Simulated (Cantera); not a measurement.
Feed: 1 mol Fe2O3, 0.2 mol SO3, 6.1 mol N2, held at 675 °C and 105 Torr.

These are equilibrium values from Cantera (NASA tables, ideal gas, pure condensed phases), not measurements of a reactor. Candidate condensed phases: Fe, FeO, FeS, FeSO4, FeS2, Fe2O3, Fe2(SO4)3, Fe3O4, S; 19 gas species. Kinetics and transport are ignored.

Base state: N2 0.955, SO2 0.0272, O2 0.0136, SO3 0.00409 (mole fractions); condensed: Fe2O3(s).

Task: What changes in the equilibrium state with this change: temperature from 675 °C to 1552 °C?

Result: 
```
species         before    after
-------------  -------  -------
N2               0.955    0.928
O2              0.0136   0.0395
SO2             0.0272   0.0304
SO3            0.00409  2.18e-5
O                <1e-9  8.16e-5
SO               <1e-9  1.07e-5
Fe2O3(s), mol     1.00        0
Fe3O4(s), mol        0    0.667
```
